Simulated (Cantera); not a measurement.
## Titanium nitride, carbide and oxide coatings: Ti + CH4

Charge: 1 mol Ti, 0.14 mol CH4, equilibrated at 10.0 mbar.

Method: chemical equilibrium by Gibbs-energy minimisation in Cantera with the NASA 1993 tables (ideal gas, pure condensed phases). Candidate condensed phases: C, C6H6, C7H8, C8H18, Ti, TiC; 77 gas species. Mutual solubility and eutectic melting of coexisting phases are not modelled. TiC: taken at fixed stoichiometry. Condensed phases not in the tables: N, O or C dissolved in the metal. Rates play no part.

```tsv
T (°C)	x H2	x H	x Ti	n Ti(β)	n TiC(s)	n Ti(l)
1227	1.000	0.000176	1.08e-7	0.860	0.140	0
1277	1.000	0.000315	3.53e-7	0.860	0.140	0
1327	0.999	0.000544	1.07e-6	0.860	0.140	0
1377	0.999	0.000908	3.05e-6	0.860	0.140	0
1427	0.999	0.00147	8.14e-6	0.860	0.140	0
1477	0.998	0.00232	2.05e-5	0.860	0.140	0
1527	0.996	0.00357	4.89e-5	0.860	0.140	0
1577	0.995	0.00537	0.000111	0.860	0.140	0
1627	0.992	0.00790	0.000243	0.860	0.140	0
1677	0.988	0.0114	0.000505	0	0.140	0.860
1727	0.983	0.0161	0.000993	0	0.140	0.860
```
x: gas mole fraction; n: condensed amount in mol.

From 1227 °C to 1627 °C the condensed part is Ti(β) + TiC(s). From 1677 °C to 1727 °C the condensed part is Ti(l) + TiC(s). The main Ti-bearing gas is Ti throughout.
